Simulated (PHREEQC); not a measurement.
Consider water at 20 °C with 6.5 mmol/kgw CuSO4 and 64 mmol/kgw KCl. Closed to the air; pH follows from the charge balance.

Model: ion-association model, wateq4f.dat, run in PHREEQC.

```json
[
 {"quantity": "pH", "before": "5.05", "after": "5.02"},
 {"quantity": "ionic strength (mol/kgw)", "before": "0.0845", "after": "0.0262"}
]
```

Task: Name the change that produced these shifts.
A) KCl from 0.064 to 0.128 mol/kgw
B) KCl from 0.064 to 0.32 mol/kgw
C) CuSO4 left out
D) KCl from 0.064 to 0.0064 mol/kgw

Result: D, KCl from 0.064 to 0.0064 mol/kgw

No solid was allowed to form. Some of these states are supersaturated (in Atacamite, Brochantite, Antlerite, for instance).
